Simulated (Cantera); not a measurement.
A perfectly stirred reactor is fed with 7.84 % CH₄, 0.862 % CO, 19.2 % O₂, 72.1 % N₂, at 173 Torr; it is adiabatic with a 650 K inlet, and is followed from long to short residence time, starting on the burning branch (τ in s: 0.099, 0.046, 0.021, 0.01, 0.0046, 0.0022, 0.001, 0.00047, 0.00022, 0.0001, 4.7e-05).

Model: GRI-Mech 3.0 (53 species, 325 reactions), integrated in Cantera.

One state of this run: T (K) = 1928; x CH₄ = 0.000102; x CO = 0.0244; x O₂ = 0.0439; x HCO = 3.28e-6; x HO₂ = 3.50e-6; x C₂H₄ = 1.32e-8; x NO = 4.82e-5. x: mole fraction; the columns are a selection and need not sum to one.

Which value of τ (s) does it belong to?
A. 0.0022
B. 0.00010
C. 0.00022
D. 0.00047

A, 0.0022
